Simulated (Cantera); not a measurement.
Input: 1 mol Zr, 0.78 mol O₂, 55 mol H₂, 0.58 mol N₂O, at 2050 K and 10000 Pa.

Equilibrium computed with Cantera from the NASA thermochemical tables; the gas is ideal and each condensed phase is pure. Candidate condensed phases: H₂O, Zr, ZrN, ZrO₂; 28 gas species. Rates play no part.

Base state: H₂ 0.980, N₂ 0.0104, H 0.00710, H₂O 0.00251 (mole fractions); condensed: ZrO₂(tetragonal).

### Question
What changes in the equilibrium state with this change: temperature from 2050 K to 1550 K?

### Answer
```tsv
species	before	after
H₂	0.980	0.987
N₂	0.0104	0.0104
H₂O	0.00251	0.00252
H	0.00710	9.89e-5
ZrO₂(tetragonal), mol	1.00	1.00
```
